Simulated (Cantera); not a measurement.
An adiabatic, constant-pressure homogeneous reactor starts with H2 : O2 : N2 : H2O = 1 : 0.649 : 2.44 : 0.099 (molar parts), equivalence ratio 0.77, at 1648 K and 19500 Torr. Integrator tolerance rtol = 1e-08.

Model: GRI-Mech 3.0 (53 species, 325 reactions), integrated in Cantera. The hydrogen kinetics of GRI-Mech 3.0 are dated; newer H2 mechanisms differ, most at raised pressure. The pressure lies above the range GRI-Mech 3.0 was tuned for (to about 10 atm). Above 3000 K some thermodynamic fits are extrapolated.

**Question.** What does this change do: constant volume in place of constant pressure?

**Answer.** 
```
quantity                                                            before                                    after
---------------------------------  ---------------------------------------  ---------------------------------------
time of steepest temperature rise                                 0.442 µs                                 0.428 µs
temperature at 0.100 s                                              3008 K                                   3195 K
equilibrium temperature                                             3008 K                                   3195 K
x(H2) at 0.100 s                     0.0137 (gas-phase equilibrium 0.0137)    0.0183 (gas-phase equilibrium 0.0183)
x(O2) at 0.100 s                     0.0310 (gas-phase equilibrium 0.0310)    0.0297 (gas-phase equilibrium 0.0297)
x(H2O) at 0.100 s                      0.265 (gas-phase equilibrium 0.265)      0.255 (gas-phase equilibrium 0.255)
x(HO2) at 0.100 s                  3.76e-5 (gas-phase equilibrium 3.76e-5)  5.64e-5 (gas-phase equilibrium 5.64e-5)
x(O) at 0.100 s                    0.00404 (gas-phase equilibrium 0.00404)  0.00545 (gas-phase equilibrium 0.00545)
x(NO) at 0.100 s                     0.0168 (gas-phase equilibrium 0.0168)    0.0202 (gas-phase equilibrium 0.0202)
```

**Question.** What does this change do: pressure from 19500 Torr to 330 Torr?

**Answer.** 
```csv
quantity,before,after
time of steepest temperature rise,0.442 µs,19.3 µs
temperature at 0.100 s,3008 K,2724 K
equilibrium temperature,3008 K,2724 K
x(H2) at 0.100 s,0.0137 (gas-phase equilibrium 0.0137),0.0294 (gas-phase equilibrium 0.0294)
x(O2) at 0.100 s,0.0310 (gas-phase equilibrium 0.0310),0.0371 (gas-phase equilibrium 0.0371)
x(H2O) at 0.100 s,0.265 (gas-phase equilibrium 0.265),0.232 (gas-phase equilibrium 0.232)
x(HO2) at 0.100 s,3.76e-5 (gas-phase equilibrium 3.76e-5),8.23e-6 (gas-phase equilibrium 8.23e-6)
x(O) at 0.100 s,0.00404 (gas-phase equilibrium 0.00404),0.0116 (gas-phase equilibrium 0.0116)
x(NO) at 0.100 s,0.0168 (gas-phase equilibrium 0.0168),0.0124 (gas-phase equilibrium 0.0124)
```
